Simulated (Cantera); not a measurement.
A closed system holds: 1 mol CF4, 0.072 mol HCl, 16 mol H2.

Cantera equilibrium calculation (NASA polynomials, part measured and part estimated; ideal gas, pure solids and liquids). Candidate condensed phases: C, C6H6, C7H8, C8H18; 118 gas species. Equilibrium is a limit: real reactors are often held back by kinetics, nucleation or transport.

Question: What condenses at these points (T in °C, P in Pa): (2527, 140); (1627, 5.2); (2427, 1); (1927, 140); (2527, 27)?

Answer: 
```json
[
 {"T (°C)": "2527", "P in Pa": "140", "condensed phases": "gas only", "C condensed (%)": "0.0"},
 {"T (°C)": "1627", "P in Pa": "5.2", "condensed phases": "C", "C condensed (%)": "99.0"},
 {"T (°C)": "2427", "P in Pa": "1", "condensed phases": "gas only", "C condensed (%)": "0.0"},
 {"T (°C)": "1927", "P in Pa": "140", "condensed phases": "C", "C condensed (%)": "93.4"},
 {"T (°C)": "2527", "P in Pa": "27", "condensed phases": "gas only", "C condensed (%)": "0.0"}
]
```
